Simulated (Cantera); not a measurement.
A perfectly stirred reactor is fed with H2 : O2 : H2O = 0.17 : 1 : 0.069 (molar parts), at 0.0263 atm; it is held at 1300 K, and followed from long to short residence time.

Computed with Cantera and the H2/O2 subset of GRI-Mech 3.0, which has no nitrogen chemistry. Radical loss at walls, strong at low pressure, is not modelled. The temperature is held fixed by assumption; the heat of reaction is taken as removed at once.

x: mole fraction; the columns are a selection and need not sum to one.

| τ (s) | x H2 | x O2 | x H | x H2O2 | x OH | x HO2 |
|---|---|---|---|---|---|---|
| 19 | 3.76e-5 | 0.792 | 6.09e-6 | 7.09e-8 | 0.000707 | ___ |
| 6.2 | 7.88e-5 | 0.792 | 1.89e-5 | 1.09e-7 | 0.00103 | ___ |
| 2.0 | 0.000165 | 0.791 | 5.91e-5 | 1.64e-7 | 0.00151 | ___ |
| 0.63 | 0.000349 | 0.790 | 0.000188 | 2.39e-7 | 0.00221 | ___ |
| 0.20 | 0.000725 | 0.788 | 0.000583 | 3.33e-7 | 0.00323 | ___ |
| 0.064 | 0.00147 | 0.783 | 0.00175 | 4.40e-7 | 0.00466 | ___ |
| 0.021 | 0.00285 | 0.775 | 0.00483 | 5.37e-7 | 0.00653 | ___ |
| 0.0066 | 0.00535 | 0.761 | 0.0121 | 6.04e-7 | 0.00885 | 1.35e-5 |
| 0.0021 | 0.00934 | 0.745 | 0.0232 | 6.34e-7 | 0.0110 | 1.39e-5 |

### Question
Complete the blanks.

### Answer

- 19, x HO2: 7.50e-7
- 6.2, x HO2: 1.41e-6
- 2.0, x HO2: 2.54e-6
- 0.63, x HO2: 4.32e-6
- 0.20, x HO2: 6.73e-6
- 0.064, x HO2: 9.44e-6
- 0.021, x HO2: 1.19e-5
